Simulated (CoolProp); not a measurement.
Vapour-liquid equilibrium of R114 (1) + R113 (2) at 6.29 bar; x and y are mole fractions of (1).

Values from CoolProp's multi-fluid Helmholtz-energy mixture model, Platzer 1990 and Marx 1992; pair parameters Bell 2016. This equation is an older, rougher fit; its heat capacities, sound speeds and derivatives of the liquid may be far off and weren't checked against measurements.

| x | bubble temperature, mixture model (°C) | bubble temperature, Raoult's law (°C) | y, mixture model | y, Raoult's law |
|---|---|---|---|---|
| 0.05 | 112.2 | 111.6 | 0.116 | 0.141 |
| 0.125 | 106.5 | 105.3 | 0.269 | 0.313 |
| 0.2 | 101.1 | 99.7 | 0.398 | 0.449 |
| 0.275 | 96.1 | 94.7 | 0.507 | 0.557 |
| 0.35 | 91.5 | 90.1 | 0.598 | 0.645 |
| 0.425 | 87.2 | 86.0 | 0.675 | 0.717 |
| 0.5 | 83.3 | 82.2 | 0.740 | 0.777 |
| 0.575 | 79.7 | 78.7 | 0.796 | 0.827 |
| 0.65 | 76.3 | 75.5 | 0.844 | 0.869 |
| 0.725 | 73.2 | 72.6 | 0.885 | 0.905 |
| 0.8 | 70.3 | 69.8 | 0.921 | 0.936 |
| 0.875 | 67.5 | 67.2 | 0.954 | 0.963 |
| 0.95 | 64.9 | 64.8 | 0.982 | 0.986 |

The largest gap from Raoult's law is +1.4 K in bubble temperature, at x = 0.275. No azeotrope shows between x = 0.05 and 0.95.

The pair parameters rest on a limited set of measurements; away from them the model extrapolates.
